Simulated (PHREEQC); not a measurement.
Consider water at 75 °C with 0.01 mol/kgw KOH and 0.00016 mol/kgw Na2SiO3. Closed to the air; pH follows from the charge balance.

Equilibrium calculation in PHREEQC: ion-association model, wateq4f.dat.

**Question.** The ionic strength comes out as 0.0103 mol/kgw. What activity coefficients do OH-, H3SiO4-, H2SiO4-2, K+, Na+ get?

**Answer.** OH- 0.89, H3SiO4- 0.89, H2SiO4-2 0.64, K+ 0.89, Na+ 0.89.

Precipitation was switched off in this run. Away from 25 °C the constants follow the database's enthalpies or fits; those with neither stay at their 25 °C values.
